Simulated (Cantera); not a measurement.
A closed system holds: 1 mol CH2F2, 7.4 mol H2, 0.48 mol CH4, held at 3375 K and 0.0975 Torr.

Method: chemical equilibrium by Gibbs-energy minimisation in Cantera with the NASA 1993 tables (ideal gas, pure condensed phases). Candidate condensed phases: C, C6H6, C7H8, C8H18; 95 gas species. Equilibrium is a limit: real reactors are often held back by kinetics, nucleation or transport.

Base state: H 0.843, F 0.0861, C 0.0659, HF 0.00430, H2 0.000476, C2 0.000456, CF 0.000141, C3 2.97e-5 (mole fractions); condensed: gas only.

Question: What changes in the equilibrium state with this change: CH2F2 replaced by CF4?

Answer: 
```tsv
species	before	after
H	0.843	0.751
F	0.0861	0.174
C	0.0659	0.0660
HF	0.00430	0.00773
CF	0.000141	0.000284
H2	0.000476	0.000379
C3	2.97e-5	2.98e-5
C2	0.000456	0.000458
```

Question: What changes in the equilibrium state with this change: temperature from 3375 K to 1898 K?

Answer: 
| species | before | after |
|---|---|---|
| H2 | 0.000476 | 0.753 |
| HF | 0.00430 | 0.187 |
| H | 0.843 | 0.0595 |
| C | 0.0659 | 2.31e-8 |
| F | 0.0861 | 3.93e-6 |
| C2 | 0.000456 | 1.25e-9 |
| C2H2 (acetylene) | 3.93e-9 | 0.000283 |
| CF | 0.000141 | 1.07e-8 |
| C3 | 2.97e-5 | 1.50e-8 |
| C(graphite), mol | 0 | 1.47 |
